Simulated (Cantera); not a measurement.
Input (Python, Cantera) and output of one run.

```python
import numpy as np
import cantera as ct

gas_names = """
    AL ALCL ALCL2 ALCL3 ALH AL2 AL2CL6 CL CL2 H HCL H2
""".split()
cond_names = """
    AL(cr) AL(L) ALCL3(s) ALCL3(L)
""".split()


def load(file, names, dense=False):
    # The tables refer to 1 bar. Condensed volumes are neglected.
    table = {s.name: s for s in ct.Species.list_from_file(file)}
    out = []
    for n in names:
        d = dict(table[n].input_data)
        d["thermo"] = dict(d["thermo"], **{"reference-pressure": 1e5})
        if dense:
            d["equation-of-state"] = {"model": "constant-volume", "density": "1e6 g/cm^3"}
        out.append(ct.Species.from_dict(d))
    return out


gas = ct.Solution(thermo="ideal-gas", species=load("nasa_gas.yaml", gas_names))
cond = {s.name: ct.Solution(thermo="fixed-stoichiometry", species=[s], name=s.name)
        for s in load("nasa_condensed.yaml", cond_names, dense=True)}
atoms = {
    'Al': {'AL': 1},
    'HCl': {'H': 1, 'CL': 1},
    'H2': {'H': 2},
}
top_T = {}  # K; cautious upper limits of use, not melting points


def equilibrate(T, P, feed):
    n = {}
    for name, mol in feed.items():
        for a, k in atoms[name].items():
            n[a] = n.get(a, 0.0) + k * mol
    gas.TPX = T, P, n
    mass = sum(n.values()) * gas.mean_molecular_weight
    gas.equilibrate("TP")
    valid = [c for c in cond.values() if c.min_temp <= T <= top_T.get(c.name, c.max_temp)]
    mix = ct.Mixture([(gas, mass / gas.mean_molecular_weight)] + [(c, 0.0) for c in valid])
    mix.T, mix.P = T, P
    mix.equilibrate("TP", solver="vcs", rtol=1e-11, max_steps=5000)
    return mix


results = []
feed = {'Al': 1, 'HCl': 0.014, 'H2': 0.55}  # mol
T = 1525  # K
P = 130000  # Pa
mix = equilibrate(T, P, feed)
results.append((T, P, feed, dict(zip(mix.species_names, mix.species_moles))))
print(gas.report(threshold=1e-05))
for i in range(1, mix.n_phases):
    print(f"{mix.phase(i).name:16s} {mix.phase_moles(i):12.5e} mol")
```

It prints:

```
       temperature   1525 K
          pressure   1.3e+05 Pa
           density   0.035748 kg/m^3
  mean mol. weight   3.4867 kg/kmol
   phase of matter   gas

                          1 kg             1 kmol
                     ---------------   ---------------
          enthalpy        1.0338e+07        3.6046e+07  J
   internal energy        6.7018e+06        2.3367e+07  J
           entropy             51876        1.8087e+05  J/K
    Gibbs function       -6.8773e+07       -2.3979e+08  J
 heat capacity c_p            9349.3             32598  J/K
 heat capacity c_v            6964.6             24283  J/K

                      mass frac. Y      mole frac. X     chem. pot. / RT
                     ---------------   ---------------   ---------------
                AL        0.00011788        1.5232e-05           -6.7102
              ALCL           0.42584          0.023782           -38.579
             ALCL2         0.0070805        0.00025222           -70.448
             ALCL3        0.00072532        1.8967e-05           -102.32
               ALH        0.00015095        1.8804e-05           -15.917
                 H         5.925e-06        2.0495e-05           -9.2066
               HCL         0.0019157         0.0001832           -41.076
                H2           0.56416           0.97571           -18.413
     [   +4 minor]        6.7811e-08        5.4385e-09

AL(L)             9.86251e-01 mol
ALCL3(L)          0.00000e+00 mol
```

Method: chemical equilibrium by Gibbs-energy minimisation in Cantera with the NASA 1993 tables (ideal gas, pure condensed phases). The tables' values for AlCl2 are old estimates; treat these amounts as uncertain.
